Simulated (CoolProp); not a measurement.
Values from CoolProp's reference Helmholtz-energy equation of state, Zhou 2011.

Q: For dimethyl carbonate, give the phase and the cp (kJ/(kg K)), expansivity (1/kK), fugacity coefficient at 59.15 °C and 94.1 kPa; 59.15 °C and 146 kPa.

A: 
- 59.15 °C and 94.1 kPa: liquid; cp 1.89, expansivity 1.35, fugacity coefficient 0.355
- 59.15 °C and 146 kPa: liquid; cp 1.89, expansivity 1.35, fugacity coefficient 0.229
